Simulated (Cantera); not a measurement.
Source: NASA polynomial tables (part measured, part estimated), evaluated in Cantera. Values are per mole of reaction as written; species without (g) are pure solids or liquids, kept so even where they would boil at 1 bar.

Question: Between 375 and 525 K, where is each reaction favourable under standard conditions?
- P4O10 + 10 N2(g) ⇌ 2 P2(g) + 10 N2O(g)

Answer: 
- P4O10 + 10 N2(g) ⇌ 2 P2(g) + 10 N2O(g): ΔG° is 3929 kJ at 375 K and 3859 kJ at 525 K; it stays positive (K < 1). ΔH° is 4100 kJ and ΔS° 458 J/K at 525 K.
